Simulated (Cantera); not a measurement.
# Carbon deposition, reforming and gasification: C2H4 + NH3 + N2

A closed system holds: 1 mol C2H4, 0.011 mol NH3, 3.2 mol N2, equilibrated at 925 °C.

Method: chemical equilibrium by Gibbs-energy minimisation in Cantera with the NASA 1993 tables (ideal gas, pure condensed phases). Candidate condensed phases: C, C6H6, C7H8, C8H18; 92 gas species. The ideal-gas law is rough above about 30 bar. Equilibrium is a limit: real reactors are often held back by kinetics, nucleation or transport.

```csv
P (Pa),log p N2,log p H2,log p CH4,log p NH3,log p HCN,log p C2H6,log p H,n C(graphite)
10,-4.21,-4.41,-10.62,-12.44,-8.45,<-16,-8.93,2.00
100,-3.21,-3.41,-8.62,-10.44,-7.45,<-15,-8.43,2.00
1000,-2.21,-2.41,-6.62,-8.44,-6.45,-13.95,-7.93,2.00
10000,-1.21,-1.41,-4.62,-6.44,-5.45,-10.95,-7.43,2.00
100000,-0.21,-0.42,-2.63,-4.45,-4.45,-7.96,-6.93,1.99
1000000,0.80,0.55,-0.70,-2.49,-3.46,-5.06,-6.45,1.90
10000000,1.83,1.38,0.96,-0.74,-2.54,-2.58,-6.03,1.57
```
log p: log10 of the partial pressure in bar; n: condensed amount in mol.

From 0.000100 bar to 100 bar the condensed part is C(graphite). The main C-bearing gas is HCN at 0.000100 bar and CH4 at 100 bar.
